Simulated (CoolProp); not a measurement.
Saturated liquid density (kg/m³) of 1-butene: the reference equation beside estimates from Tc = 146.1 °C, pc = 4.006 MPa, ω = 0.192. Rackett uses Z = 0.29056 − 0.08775 ω.

Model: reference Helmholtz-energy equation of state, Lemmon 2005, in CoolProp. It is a short technical equation, of lower accuracy than the large ones.

| T (°C) | reference | Rackett | van der Waals | Redlich-Kwong | Peng-Robinson |
|---|---|---|---|---|---|
| -36.65 | 659.4 | 654.5 | 406.9 | 601.2 | … |
| -33.65 | 656.1 | 651.3 | 405.0 | … | 686.7 |
| -30.65 | 652.9 | 648.2 | 403.2 | 594.9 | 683.6 |
| -27.65 | 649.6 | 645.0 | 401.3 | 591.6 | 680.4 |
| -24.75 | 646.4 | 641.9 | 399.4 | … | 677.3 |
| -21.75 | 643.0 | 638.6 | 397.5 | … | 674.0 |
| -18.75 | … | 635.4 | 395.6 | 581.8 | 670.7 |
| -15.85 | 636.5 | 632.2 | … | 578.5 | 667.4 |
| -12.85 | 633.1 | 628.9 | 391.7 | 575.1 | 664.0 |
| -9.85 | 629.7 | 625.5 | 389.6 | 571.6 | 660.5 |
| -6.95 | 626.4 | 622.3 | 387.7 | 568.2 | 657.0 |
| -3.95 | 622.9 | … | 385.6 | … | 653.4 |
| -0.95 | 619.4 | 615.4 | 383.5 | 560.9 | 649.7 |

### Question
What belongs in the gaps?

### Answer

- -36.65, Peng-Robinson: 689.7
- -33.65, Redlich-Kwong: 598.0
- -24.75, Redlich-Kwong: 588.5
- -21.75, Redlich-Kwong: 585.2
- -18.75, reference: 639.7
- -15.85, van der Waals: 393.7
- -3.95, Rackett: 618.9
- -3.95, Redlich-Kwong: 564.6

Absolute difference from the reference over all 13 rows, mean and median: Rackett 0.7 and 0.7 %, van der Waals 38.2 and 38.2 %, Redlich-Kwong 9.1 and 9.1 %, Peng-Robinson 4.8 and 4.8 %.
